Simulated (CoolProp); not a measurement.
n-butane at 293.15 K and 1.09 MPa flows at 15 m/s in a round tube of 25 mm bore and 45 µm roughness, fully developed (64/Re and Nu = 3.66 if laminar; Colebrook and Gnielinski if turbulent). Each further row changes one setting.

Values from CoolProp's reference Helmholtz-energy equation of state, Bücker 2006.

```tsv
case	Reynolds number	Darcy friction factor	pressure drop (Pa/m)	heat-transfer coefficient (W/(m² K))	mass flow (kg/h)
as stated	[?]	0.0229	59900	30500	15400
velocity 30 m/s	2590000	0.0229	239000	60900	30700
diameter 50 mm	2590000	[?]	25200	[?]	61500
```

Q: What belongs in the gaps?

A: 
- as stated, Reynolds number: 1290000
- diameter 50 mm, Darcy friction factor: 0.0193
- diameter 50 mm, heat-transfer coefficient (W/(m² K)): 26700

Viscosity comes from a separate model (Vogel 1999). Thermal conductivity comes from a separate model (Perkins 2002).
